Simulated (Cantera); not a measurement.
Cantera run:

```python
import numpy as np
import cantera as ct

gas_names = """
    AL ALCL ALCL2 ALCL3 ALO ALOCL ALO2 AL2 AL2CL6 AL2O AL2O2 CL CLO CL2 O O2 O3
""".split()
cond_names = """
    AL(cr) AL(L) ALCL3(s) ALCL3(L) AL2O3(a) AL2O3(L)
""".split()


# ... load() reads the species with a 1 bar reference pressure and builds the phases ...
atoms = {
    'Al2O3': {'AL': 2, 'O': 3},
    'Cl2': {'CL': 2},
    'O2': {'O': 2},
}
top_T = {}  # K; cautious upper limits of use, not melting points


# ... equilibrate(T, P, feed) seeds the gas with the atoms and calls Mixture.equilibrate('TP', solver="vcs", rtol=1e-11, max_steps=5000) ...
results = []
feed = {'Al2O3': 1, 'Cl2': 13, 'O2': 12}  # mol
T = 898  # K
P = 100000  # Pa
mix = equilibrate(T, P, feed)
results.append((T, P, feed, dict(zip(mix.species_names, mix.species_moles))))
print(gas.report(threshold=1e-06))
for i in range(1, mix.n_phases):
    print(f"{mix.phase(i).name:16s} {mix.phase_moles(i):12.5e} mol")
```

Result:

```
       temperature   898 K
          pressure   1e+05 Pa
           density   0.69948 kg/m^3
  mean mol. weight   52.226 kg/kmol
   phase of matter   gas

                          1 kg             1 kmol
                     ---------------   ---------------
          enthalpy        3.9296e+05        2.0523e+07  J
   internal energy           2.5e+05        1.3056e+07  J
           entropy              4931        2.5752e+05  J/K
    Gibbs function        -4.035e+06       -2.1073e+08  J
 heat capacity c_p            687.25             35892  J/K
 heat capacity c_v            528.05             27578  J/K

                      mass frac. Y      mole frac. X     chem. pot. / RT
                     ---------------   ---------------   ---------------
                CL        3.4875e-05        5.1379e-05           -14.671
               CLO        2.9633e-06        3.0081e-06           -28.178
               CL2           0.70588           0.51996           -29.342
                O2           0.29408           0.47999           -27.015
     [  +13 minor]        1.1754e-09        4.6373e-10

AL(cr)            0.00000e+00 mol
ALCL3(L)          0.00000e+00 mol
AL2O3(a)          1.00000e+00 mol
```

Equilibrium computed with Cantera from the NASA thermochemical tables; the gas is ideal and each condensed phase is pure. Condensed phases not in the tables: AlOCl.
